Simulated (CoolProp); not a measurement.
Saturation properties of diethyl ether (Tc = 467.9 K, pc = 3717 kPa, ω = 0.282).

The numbers come from the reference Helmholtz-energy equation of state, Thol 2014 in CoolProp.

```tsv
T (K)	p (kPa)	liquid density (kg/m³)	vapour density (kg/m³)	liquid cp (kJ/(kg K))
317.4	141.7	684.9	4.224	2.404
328.9	204.0	670.6	5.968	2.450
340.5	286.3	655.6	8.253	2.500
352	390.6	640.0	11.15	2.553
363.5	521.4	623.7	14.82	2.611
375.1	683.9	606.3	19.45	2.676
386.6	879.7	587.9	25.21	2.751
398.2	1116	567.9	32.50	2.839
409.7	1395	546.4	41.63	2.949
421.3	1725	522.1	53.50	3.099
432.8	2108	494.5	69.14	3.327
444.3	2554	460.9	91.15	3.755
```

It boils at 307.6 K under 1 atm.
